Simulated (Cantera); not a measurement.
Mixture: H2 : O2 : N2 = 1 : 0.781 : 5.16 (molar parts), at 4.93 atm, adiabatic and at constant pressure. Ignition delay is the time to a rise of 400 K.

Detailed kinetics in Cantera: the H2/O2 subset of GRI-Mech 3.0, which has no nitrogen chemistry. The hydrogen kinetics of GRI-Mech 3.0 are dated; newer H2 mechanisms differ, most at raised pressure. Where the delays flatten at high temperature, the 400 K rule measures the pace of heat release, not the induction time.

**Question.** What does this change do: constant volume in place of constant pressure?

**Answer.** 
| quantity | before | after |
|---|---|---|
| delay at 1075 K | 1.83 ms | 1.78 ms |
| delay at 1225 K | 18.2 µs | 17.4 µs |
| delay at 1375 K | 7.48 µs | 6.93 µs |
| delay at 1525 K | 4.79 µs | 4.20 µs |
| delay at 1675 K | 3.86 µs | 3.16 µs |
